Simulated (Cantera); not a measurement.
Feed: 1 mol TEOS, a varied amount of N2O, 3 mol N2, at 1450 K and 2.25 Torr.

Method: chemical equilibrium by Gibbs-energy minimisation in Cantera with the NASA 1993 tables (ideal gas, pure condensed phases). Candidate condensed phases: C, C6H6, C7H8, C8H18, H2O, Si, SiC, SiO2, Si2N2O, Si3N4; 151 gas species. The feed counts by its element totals alone. Mutual solubility and eutectic melting of coexisting phases are not modelled. The tables hold silica as quartz up to 1696 K and as liquid above; real silica turns to tridymite and cristobalite and melts near 1996 K. Rates play no part.

### Question
Which condensed phases are stable at each of these points (n(N2O) (mol)): 0.65, 1.2, 2.1, 3.7, 6.7, 12, 22, 39?

### Answer
| n(N2O) (mol) | condensed phases | Si condensed (%) |
|---|---|---|
| 0.65 | C(graphite) + SiC(s) + Si2N2O(s) | 99.3 |
| 1.2 | C(graphite) + Si2N2O(s) | 99.3 |
| 2.1 | C(graphite) + Si2N2O(s) | 99.2 |
| 3.7 | C(graphite) + Si2N2O(s) | 99.1 |
| 6.7 | SiO2(β-quartz) | 100.0 |
| 12 | SiO2(β-quartz) | 100.0 |
| 22 | SiO2(β-quartz) | 100.0 |
| 39 | SiO2(β-quartz) | 100.0 |

At 0.65 mol N2O the condensed part is C(graphite) + SiC(s) + Si2N2O(s). From 1.2 mol N2O to 3.7 mol N2O the condensed part is C(graphite) + Si2N2O(s). From 6.7 mol N2O to 39 mol N2O the condensed part is SiO2(β-quartz).
